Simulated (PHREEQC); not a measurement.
Model water analysis in mg/L, 25 °C, pH 6.32, pe 8.8:

| constituent | mg/L |
|---|---|
| Na | 62.3 |
| K | 14.1 |
| Ca | 121 |
| Mg | 19 |
| Cl | 286 |
| S(6) as SO4 | 34.8 |
| Alkalinity as HCO3 | 124 |
| O(0) (dissolved oxygen) | 0.704 |

Valence states are taken as typed.

Equilibrium calculation in PHREEQC: ion-association model, wateq4f.dat.

Q: The ionic strength comes out as 0.0145 mol/kgw. What activity coefficients do Ca+2, Mg+2, CaHCO3+, Na+, NaSO4- get?

A: Ca+2 0.63, Mg+2 0.63, CaHCO3+ 0.89, Na+ 0.89, NaSO4- 0.89.

This is a speciation only: nothing precipitates in the calculation.
